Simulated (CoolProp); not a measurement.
Isopentane at several states: density (kg/m³) from the reference equation and from simpler models built on Tc = 460.3 K, pc = 3378 kPa, ω = 0.227; each cubic takes its own stable root.

Values from CoolProp's reference Helmholtz-energy equation of state, Lemmon 2006. It is a short technical equation, of lower accuracy than the large ones.

```
T (K)  p (kPa)   phase  reference
-----  -------  ------  ---------
205.2     11.9  liquid      702.6
190.8    10700  liquid      721.8
135.7    12200  liquid      771.2
```

**Question.** How far does each simpler model (van der Waals, Redlich-Kwong, Soave-Redlich-Kwong, Peng-Robinson) lie from the reference over these 3 states: mean and median of the absolute difference, and the worst?

**Answer.** 
- van der Waals: mean 59.1 %, median 39.4 %, worst -99.9 % at 205.2 K and 11.9 kPa
- Redlich-Kwong: mean 9.5 %, median 9.0 %, worst -10.6 % at 135.7 K and 12200 kPa
- Soave-Redlich-Kwong: mean 8.8 %, median 8.1 %, worst -10.5 % at 135.7 K and 12200 kPa
- Peng-Robinson: mean 2.2 %, median 2.9 %, worst +3.6 % at 205.2 K and 11.9 kPa

At some of these states van der Waals gives the other phase, because its saturation line lies elsewhere.
